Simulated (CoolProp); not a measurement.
CF4 (R14) along the isotherm -43.65 °C: fugacity coefficient from the reference equation and from simpler models built on Tc = -45.8 °C, pc = 3762 kPa, ω = 0.178; each cubic takes its own stable root.

Computed with CoolProp (reference Helmholtz-energy equation of state, Platzer 1990). This equation is an older, rougher fit; its heat capacities, sound speeds and derivatives of the liquid may be far off and weren't checked against measurements.

| p (kPa) | phase | reference | van der Waals | Peng-Robinson |
|---|---|---|---|---|
| 3760 | gas | 0.6777 | ? | 0.6556 |
| 7520 | supercritical | 0.4107 | 0.4521 | 0.3995 |
| 11300 | supercritical | 0.3193 | 0.3697 | ? |
| 15000 | supercritical | 0.2778 | 0.3362 | ? |
| 18800 | supercritical | 0.2554 | 0.3229 | 0.2426 |
| 22600 | supercritical | 0.2439 | 0.3213 | 0.2290 |
| 26300 | supercritical | 0.2390 | 0.3273 | 0.2216 |
| 30100 | supercritical | 0.2383 | ? | 0.2181 |
| 33900 | supercritical | 0.2409 | 0.3566 | 0.2175 |
| 37600 | supercritical | 0.2460 | 0.3778 | 0.2191 |

**Question.** Fill in the missing entries.

**Answer.** 
- 3760, van der Waals: 0.7045
- 11300, Peng-Robinson: 0.3091
- 15000, Peng-Robinson: 0.2666
- 30100, van der Waals: 0.3394
